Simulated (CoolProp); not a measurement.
The fluid at 234.78 K and 0.016 MPa is compressed adiabatically to 0.0512 MPa with isentropic efficiency 1. The same conditions are run with several fluids, on thermodynamics alone (safety and materials aside).

Computed with CoolProp (reference Helmholtz-energy equation of state of each fluid (carbonyl sulfide: Lemmon 2006; R407C: Lemmon 2003; hydrogen chloride: Thol 2018; ethylene: Smukala 2000; C3F8 (R218): Lemmon 2006)). Blends and air are pseudo-pure fits.

Problem. Rank carbonyl sulfide, R407C, hydrogen chloride, ethylene, C3F8 (R218) by work (kJ/kg), highest first.

Solution. ethylene (91.6), hydrogen chloride (73.7), carbonyl sulfide (42.7), R407C (28.2), C3F8 (R218) (12.4)

```tsv
fluid	final temperature (K)	final density (kg/m³)
carbonyl sulfide	299.8	1.24
R407C	273.4	1.96
hydrogen chloride	327.2	0.688
ethylene	299.2	0.579
C3F8 (R218)	253.3	4.66
```
